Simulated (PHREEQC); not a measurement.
Solution (25 °C): 0.024 mol/kgw H2SO4, 0.001 mol/kgw FeSO4 and 0.16 mol/kgw Fe2(SO4)3. Closed to the air; pH follows from the charge balance.

The numbers come from PHREEQC with the ion-association model, phreeqc.dat.

Precipitation was switched off in this run.

Question: Order these S species by the share of S that they hold, largest first: SO4-2, HSO4-, FeSO4+, Fe(SO4)2-, FeHSO4+2.

Answer: FeSO4+ (42 %), Fe(SO4)2- (33 %), SO4-2 (17 %), HSO4- (5.0 %), FeHSO4+2 (2.7 %)

Question: Order these Fe species by the share of Fe that they hold, largest first: FeOH+2, Fe(SO4)2-, Fe+3, FeSO4+, FeHSO4+2.

Answer: FeSO4+ (66 %), Fe(SO4)2- (26 %), FeHSO4+2 (4.3 %), Fe+3 (2.3 %), FeOH+2 (0.61 %)

The pH is 2.00 and the ionic strength 0.411 mol/kgw. The solution is supersaturated, for example in Hematite (slow to form), Goethite (slow to form), so a real one may precipitate; this is no full list. Complexes and solids missing from the database can't appear.
